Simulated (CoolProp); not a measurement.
n-hexane along the isotherm 128.15 °C: density (kg/m³) from the reference equation and from simpler models built on Tc = 234.7 °C, pc = 3.044 MPa, ω = 0.300; each cubic takes its own stable root.

The numbers come from the reference Helmholtz-energy equation of state, Thol 2019 in CoolProp.

```tsv
p (MPa)	phase	reference
0.0241	gas	0.6264
0.0363	gas	0.9465
0.0548	gas	1.436
0.0826	gas	2.181
0.125	gas	3.340
0.188	gas	5.117
0.284	gas	7.967
0.428	gas	12.63
0.646	liquid	549.2
0.974	liquid	550.3
1.47	liquid	551.8
2.22	liquid	554.1
3.34	liquid	557.3
5.04	liquid	561.9
7.61	liquid	568.2
```

Task: How far does each simpler model (van der Waals, Redlich-Kwong, Soave-Redlich-Kwong, Peng-Robinson) lie from the reference over these 15 states: mean and median of the absolute difference, and the worst?

Result: 
- van der Waals: mean 26.5 %, median 5.1 %, worst -96.5 % at 128.15 °C and 0.646 MPa
- Redlich-Kwong: mean 12.7 %, median 2.6 %, worst -96.4 % at 128.15 °C and 0.646 MPa
- Soave-Redlich-Kwong: mean 5.2 %, median 1.4 %, worst -11.4 % at 128.15 °C and 0.646 MPa
- Peng-Robinson: mean 0.7 %, median 0.5 %, worst +2.4 % at 128.15 °C and 7.61 MPa

At some of these states van der Waals, Redlich-Kwong gives the other phase, because its saturation line lies elsewhere.
